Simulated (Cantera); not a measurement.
Input: 1 mol CaO, 26 mol HF, 2 mol O₂, equilibrated at 1025 °C and 13.3 mbar.

Cantera equilibrium calculation (NASA polynomials, part measured and part estimated; ideal gas, pure solids and liquids). Candidate condensed phases: Ca, CaF₂, CaO, Ca(OH)₂, H₂O; 29 gas species. The numbers say what is thermodynamically allowed, not how fast it happens.

Base state: HF 0.889, O₂ 0.0741, H₂O 0.0370, OH 1.42e-5 (mole fractions); condensed: CaF₂(s).

Task: What changes in the equilibrium state with this change: pressure from 13.3 mbar to 1.00 Pa?

Result: 
```csv
species,before,after
HF,0.889,0.888
O₂,0.0741,0.0739
H₂O,0.0370,0.0369
CaF₂,1.02e-6,0.00136
O,4.03e-7,1.47e-5
OH,1.42e-5,8.55e-5
"CaF₂(s), mol",1.000,0.963
```
